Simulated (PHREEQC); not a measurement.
0.048 g of hydrous ferric oxide (600 m²/g; 0.2 weak and 0.005 strong sites per Fe, Dzombak-Morel constants, diffuse double layer) in 1 kg of water with 0.001 mol/kgw of an inert sodium salt and 0.0034 mmol/kgw Na2SeO4, at 25 °C; the pH is set by adding NaOH or the inert anion's acid. Oxygen alone is held at its pressure in air (log pO2 = -0.68). The system is closed to CO2. Precipitation was switched off in this run.

Base run: PHREEQC, ion-association model, wateq4f.dat. Each further column changes one thing. The table gives surface charge σ (C/m²).

```tsv
pH	base	background salt from 0.001 to 0.0001 mol/kgw	oxide from 0.048 to 0.24 g/kgw
3	0.238	(withheld)	0.253
4	0.109	(withheld)	(withheld)
5	0.046	0.018	0.050
6	0.017	0.006	0.018
7	0.006	(withheld)	0.006
8	0.000	0.000	0.000
9	-0.004	-0.002	-0.004
```

### Question
Fill in the missing entries.

### Answer

- 3, background salt from 0.001 to 0.0001 mol/kgw: 0.210
- 4, background salt from 0.001 to 0.0001 mol/kgw: 0.061
- 4, oxide from 0.048 to 0.24 g/kgw: 0.118
- 7, background salt from 0.001 to 0.0001 mol/kgw: 0.002

The oxide is taken as insoluble; below pH 4 it would dissolve.
